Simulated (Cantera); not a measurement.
An adiabatic, constant-pressure homogeneous reactor starts with CH4 : O2 : N2 : H2O = 1 : 1.43 : 5.37 : 2 (molar parts), at 1773 K and 150000 Pa.

Detailed kinetics in Cantera: GRI-Mech 3.0 (53 species, 325 reactions).

Question: Predict: time of steepest temperature rise; temperature at 0.200 s; equilibrium temperature; x(O2) at 0.200 s; x(H2O) at 0.200 s; x(N2O) at 0.200 s; x(OH) at 0.200 s.

Answer: 
| Item | Result |
|---|---|
| time of steepest temperature rise | 0.120 ms |
| temperature at 0.200 s | 2685 K |
| equilibrium temperature | 2685 K |
| x(O2) at 0.200 s | 0.00286 (gas-phase equilibrium 0.00286) |
| x(H2O) at 0.200 s | 0.303 (gas-phase equilibrium 0.303) |
| x(N2O) at 0.200 s | 1.60e-7 (gas-phase equilibrium 1.60e-7) |
| x(OH) at 0.200 s | 0.0133 (gas-phase equilibrium 0.0133) |
